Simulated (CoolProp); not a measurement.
Vapour-liquid equilibrium of propylene (1) + R114 (2) at 321.1 K; x and y are mole fractions of (1).

Values from CoolProp's multi-fluid Helmholtz-energy mixture model, Lemmon 2013 and Platzer 1990; pair parameters Bell 2016. This equation is an older, rougher fit; its heat capacities, sound speeds and derivatives of the liquid may be far off and weren't checked against measurements.

**Question.** Give the bubble pressure and the first vapour's composition at x = 0.2, 0.35, 0.8. Is there an azeotrope?

**Answer.** x = 0.2: 0.7818 MPa, y = 0.517; x = 0.35: 1.034 MPa, y = 0.675; x = 0.8: 1.679 MPa, y = 0.908. No azeotrope shows between x = 0.05 and 0.95.

The pair parameters rest on a limited set of measurements; away from them the model extrapolates.
